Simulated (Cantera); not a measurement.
A freely propagating, adiabatic, planar premixed flame of H₂ : O₂ : N₂ : H₂O = 1 : 0.5 : 1.88 : 0.098 (molar parts), equivalence ratio 1.0, unburnt at 550 K and 0.296 atm; unity-Lewis-number transport, grid criteria slope 0.08 and curve 0.16, no radiation.

Computed with Cantera and the H2/O2 subset of GRI-Mech 3.0, which has no nitrogen chemistry. Unity Lewis numbers drop preferential diffusion, which matters most where H2 and H carry the flame. Burning velocities carry a grid error of a few per cent, more on coarse grids.

Predict: laminar burning velocity; thermal thickness; peak x(O); peak x(H₂O₂); peak x(H).


```json
{
  "laminar_burning_velocity": "356 cm/s",
  "thermal_thickness": "1.60 mm",
  "peak x(O)": "0.0137",
  "peak x(H₂O₂)": "3.19e-6",
  "peak x(H)": "0.0755"
}
```
